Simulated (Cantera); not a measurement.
What does this Cantera script print?

```python
import numpy as np
import cantera as ct

gas_names = """
    Br Br2 Ca CaBr CaBr2 CaO CaOH CaO2H2 Ca2 H HBr HO2 H2 H2O H2O2 O OH O2 O3
""".split()
cond_names = """
    Br2(cr) Br2(L) Ca(a) Ca(b) Ca(L) CaBr2(s) CaBr2(L) CaO(s) CaO(L) CaO2H2(s) H2O(s) H2O(L)
""".split()


# ... load() reads the species with a 1 bar reference pressure and builds the phases ...
atoms = {
    'CaO': {'Ca': 1, 'O': 1},
    'HBr': {'H': 1, 'Br': 1},
}
top_T = {}  # K; cautious upper limits of use, not melting points


# ... equilibrate(T, P, feed) seeds the gas with the atoms and calls Mixture.equilibrate('TP', solver="vcs", rtol=1e-11, max_steps=5000) ...
results = []
feed = {'CaO': 1, 'HBr': 2.2}  # mol
P = 2.3  # Pa
for T in [700, 750, 800, 850, 900, 950, 1000, 1050, 1100, 1150]:
    mix = equilibrate(T, P, feed)
    results.append((T, P, feed, dict(zip(mix.species_names, mix.species_moles))))

top = {s: max(r[3][s] / sum(r[3][g] for g in gas_names) for r in results) for s in gas_names}
cols = sorted((s for s in top if top[s] > 0.0001), key=lambda s: -top[s])[:8]
seen = [c for c in cond_names if any(r[3].get(c, 0) > 1e-12 for r in results)]
print("log10 of partial pressures in bar; condensed amounts in mol")
print(f"{'T/K':>10s}" + "".join(f"{s[:9]:>10s}" for s in cols + seen))
for T, P, feed, n in results:
    ng = sum(n[g] for g in gas_names)
    print(f"{T:10.4g}" + "".join(f"{np.log10(max(n[s] / ng * P / 1e5, 1e-99)):10.3f}" for s in cols)
          + "".join(f"{n.get(c, 0):10.4g}" for c in seen))
```

It prints:

```
log10 of partial pressures in bar; condensed amounts in mol
       T/K       H2O       HBr     CaBr2        Br        H2  CaBr2(s)  CaBr2(L)    CaO(s)
       700    -4.717    -5.416   -12.838    -9.439    -9.558         1         0         0
       750    -4.717    -5.417   -11.391    -8.904    -9.129         1         0         0
       800    -4.717    -5.417   -10.130    -8.451    -8.720         1         0         0
       850    -4.718    -5.418    -9.021    -8.058    -8.345         1         0         0
       900    -4.718    -5.419    -8.040    -7.712    -8.006    0.9995         0         0
       950    -4.732    -5.365    -7.165    -7.366    -7.663    0.9807         0   0.01566
      1000    -4.828    -5.122    -6.381    -6.925    -7.223    0.8497         0    0.1258
      1050    -5.000    -4.970    -5.726    -6.571    -6.870         0    0.5767    0.2899
      1100    -5.259    -4.947    -5.259    -6.326    -6.626         0         0    0.4682
      1150    -5.231    -4.992    -5.231    -6.146    -6.446         0         0    0.4293
```

Cantera equilibrium calculation (NASA polynomials, part measured and part estimated; ideal gas, pure solids and liquids). Mutual solubility and eutectic melting of coexisting phases are not modelled.
